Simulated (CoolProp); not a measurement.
Vapour-liquid equilibrium of n-butane (1) + cis-2-butene (2) at -48.15 °C; x and y are mole fractions of (1).

Values from CoolProp's multi-fluid Helmholtz-energy mixture model, Bücker 2006 and Lemmon 2005; pair parameters Bell 2016.

Q: Give the bubble pressure and the first vapour's composition at x = 0.45, 0.75, 0.85. Is there an azeotrope?

A: x = 0.45: 9.524 kPa, y = 0.515; x = 0.75: 10.14 kPa, y = 0.785; x = 0.85: 10.32 kPa, y = 0.872. No azeotrope shows between x = 0.05 and 0.95.

Pair parameters are fitted to limited data, so mixtures are less certain than the pure fluids.
